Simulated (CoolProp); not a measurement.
Model: reference Helmholtz-energy equation of state, McLinden 2015, in CoolProp.

Question: Give the vapour pressure (MPa), liquid density (kg/m³), vapour density (kg/m³), liquid cp (kJ/(kg K)) of saturated the fluoroketone C6F12O (FK-5-1-12) at 399.5 K.

Answer: 
```csv
T (K),p (MPa),liquid density (kg/m³),vapour density (kg/m³),liquid cp (kJ/(kg K))
399.5,0.816,1210,109,1.28
```
